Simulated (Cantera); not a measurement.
What does this Cantera script print?

```python
import numpy as np
import cantera as ct

gas_names = """
    F PbO O3
""".split()
cond_names = """
    PbF2(a) PbF2(b) PbF2(L)
""".split()


def load(file, names, dense=False):
    # The tables refer to 1 bar. Condensed volumes are neglected.
    table = {s.name: s for s in ct.Species.list_from_file(file)}
    out = []
    for n in names:
        d = dict(table[n].input_data)
        d["thermo"] = dict(d["thermo"], **{"reference-pressure": 1e5})
        if dense:
            d["equation-of-state"] = {"model": "constant-volume", "density": "1e6 g/cm^3"}
        out.append(ct.Species.from_dict(d))
    return out


species = {s.name: s for s in load("nasa_gas.yaml", gas_names) + load("nasa_condensed.yaml", cond_names)}
# Each term lists the table entries of one substance; the one whose range holds T is used.
reactions = {
    '6 F(g) + 3 PbO(g) = O3(g) + 3 PbF2':
        [(-6, ['F']), (-3, ['PbO']), (1, ['O3']), (3, ['PbF2(a)', 'PbF2(b)', 'PbF2(L)'])],
}


def pick(names, T):
    return next(species[n] for n in names if species[n].thermo.min_temp <= T <= species[n].thermo.max_temp)


results = []
for label, terms in reactions.items():
    print(label)
    print("     T/K   dH/kJ  dS/(J/K)   dG/kJ   log10 K")
    for T in [723, 823, 923, 1023, 1123, 1223]:
        used = [(nu, pick(names, T)) for nu, names in terms]
        dH = sum(nu * s.thermo.h(T) for nu, s in used) / 1e6
        dS = sum(nu * s.thermo.s(T) for nu, s in used) / 1e3
        dG = dH - T * dS / 1e3
        logK = -dG * 1e6 / (ct.gas_constant * T * np.log(10))
        results.append((label, T, dH, dS, dG, logK, [s.name for _, s in used]))
        print(f"{T:8g} {dH:8.1f} {dS:8.1f} {dG:8.1f} {logK:8.2f}")
```

It prints:

```
6 F(g) + 3 PbO(g) = O3(g) + 3 PbF2
     T/K   dH/kJ  dS/(J/K)   dG/kJ   log10 K
     723  -2534.0  -1021.5  -1795.5   129.71
     823  -2516.5   -998.7  -1694.6   107.55
     923  -2506.4   -987.0  -1595.3    90.28
    1023  -2497.8   -978.2  -1497.1    76.44
    1123  -2446.0   -931.1  -1400.3    65.13
    1223  -2431.5   -918.8  -1307.8    55.86
```

Cantera with NASA thermochemical tables; ideal gases at 1 bar, condensed phases pure. Condensed species are held in their standard states even where they would react or evaporate.
